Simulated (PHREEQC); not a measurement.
Ca(OH)2 is added in steps, without added water, to 1 kg of water holding 0.087 mmol/kgw H4SiO4, 9.6 mmol/kgw CaCl2 and 110 mmol/kgw CuCl2, at 24 °C. Oxygen alone is held at its pressure in air (log pO2 = -0.68). No CO2 enters from the air. Only these solids could form: Portlandite, Tenorite, Atacamite, SiO2(a).

Base run: PHREEQC, ion-association model, wateq4f.dat. Each further column changes one thing. The table gives pH.

| Ca(OH)2 added (mol) | base | metal-ligand complexes left out | Debye-Hückel limiting law | all activity coefficients set to 1 |
|---|---|---|---|---|
| 0 | 3.79 | 3.74 | 4.23 | 3.47 |
| 0.01875 | 3.86 | 3.82 | 4.29 | 3.54 |
| 0.04125 | 3.99 | 3.95 | 4.40 | 3.67 |
| 0.06 | 4.17 | 4.13 | 4.56 | 3.85 |
| 0.07875 | 4.69 | 4.65 | 5.06 | 4.37 |
| 0.1013 | 7.10 | 7.10 | 6.98 | 7.27 |
| 0.12 | 11.96 | 11.96 | 11.97 | 11.85 |

The database's constant for dissolved Cu(OH)2 is higher than later reviews accept.
